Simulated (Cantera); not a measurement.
A perfectly stirred reactor is fed with H₂ : O₂ : H₂O = 0.16 : 1 : 0.0017 (molar parts), equivalence ratio 0.080, at 2800 Pa; it is held at 1450 K, and followed from long to short residence time.

Cantera simulation using GRI-Mech 3.0 (53 species, 325 reactions); the numbers are that mechanism's predictions, not measurements. Radical loss at walls, strong at low pressure, is not modelled. The temperature is held fixed by assumption; the heat of reaction is taken as removed at once.

Question: Predict: x(H₂) at τ = 0.680 s; x(O₂) at τ = 0.680 s; x(H) at τ = 0.680 s; x(HO₂) at τ = 0.680 s; x(H₂O₂) at τ = 0.680 s; x(H₂) at τ = 46.0 ms; x(O₂) at τ = 46.0 ms; x(H) at τ = 46.0 ms; x(HO₂) at τ = 46.0 ms; x(H₂O₂) at τ = 46.0 ms.

Answer: 
| Quantity | Result |
|---|---|
| x(H₂) at τ = 0.680 s | 0.000304 |
| x(O₂) at τ = 0.680 s | 0.846 |
| x(H) at τ = 0.680 s | 0.000249 |
| x(HO₂) at τ = 0.680 s | 2.37e-6 |
| x(H₂O₂) at τ = 0.680 s | 8.91e-8 |
| x(H₂) at τ = 46.0 ms | 0.00161 |
| x(O₂) at τ = 46.0 ms | 0.830 |
| x(H) at τ = 46.0 ms | 0.00325 |
| x(HO₂) at τ = 46.0 ms | 5.99e-6 |
| x(H₂O₂) at τ = 46.0 ms | 1.89e-7 |
